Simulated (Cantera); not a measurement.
Low-pressure radical oxidation in H2/O2

An isothermal, constant-pressure homogeneous reactor starts with H2 : O2 : N2 : H2O = 0.097 : 1 : 0.55 : 0.028 (molar parts), equivalence ratio 0.049, at 1373 K and 490 Pa.

Cantera simulation using the H2/O2 subset of GRI-Mech 3.0, which has no nitrogen chemistry; the numbers are that mechanism's predictions, not measurements. Radical loss at walls, strong at low pressure, is not modelled. The temperature is held fixed by assumption; the heat of reaction is taken as removed at once.

| t (s) | x H2 | x O2 | x H2O2 | x OH | x H | x O | x H2O |
|---|---|---|---|---|---|---|---|
| 2.00e-6 | 0.0579 | 0.597 | <1e-12 | 5.97e-12 | 4.02e-10 | 4.17e-12 | 0.0167 |
| 5.49e-6 | 0.0579 | 0.597 | <1e-12 | 3.58e-11 | 1.08e-9 | 3.09e-11 | 0.0167 |
| 1.51e-5 | 0.0579 | 0.597 | <1e-12 | 2.35e-10 | 2.84e-9 | 2.24e-10 | 0.0167 |
| 4.13e-5 | 0.0579 | 0.597 | 1.20e-12 | 1.51e-9 | 7.04e-9 | 1.52e-9 | 0.0167 |
| 0.000113 | 0.0579 | 0.597 | 8.98e-12 | 8.72e-9 | 1.66e-8 | 9.38e-9 | 0.0167 |
| 0.000311 | 0.0579 | 0.597 | 6.63e-11 | 4.90e-8 | 5.13e-8 | 5.77e-8 | 0.0167 |
| 0.000854 | 0.0579 | 0.597 | 4.74e-10 | 6.13e-7 | 5.20e-7 | 7.62e-7 | 0.0167 |
| 0.00234 | 0.0572 | 0.597 | 3.02e-9 | 0.000231 | 0.000193 | 0.000291 | 0.0172 |
| 0.00643 | 0.00205 | 0.553 | 2.93e-8 | 0.00670 | 0.0114 | 0.0349 | 0.0635 |
| 0.0176 | 0.00192 | 0.553 | 2.86e-8 | 0.00653 | 0.0109 | 0.0344 | 0.0641 |
| 0.0484 | 0.00181 | 0.555 | 2.85e-8 | 0.00636 | 0.00992 | 0.0322 | 0.0649 |
| 0.133 | 0.00155 | 0.560 | 2.81e-8 | 0.00591 | 0.00764 | 0.0269 | 0.0669 |
| 0.364 | 0.00102 | 0.569 | 2.61e-8 | 0.00484 | 0.00392 | 0.0171 | 0.0704 |
| 1.00 | 0.000398 | 0.579 | 1.93e-8 | 0.00304 | 0.000913 | 0.00645 | 0.0741 |
x: mole fraction; the columns are a selection and need not sum to one.

Equilibrium at this temperature and pressure: H2 4.28e-7, O2 0.585, H2O2 3.83e-10, OH 0.000100, H 3.13e-8, O 6.78e-6, H2O 0.0768 (gas phase only).
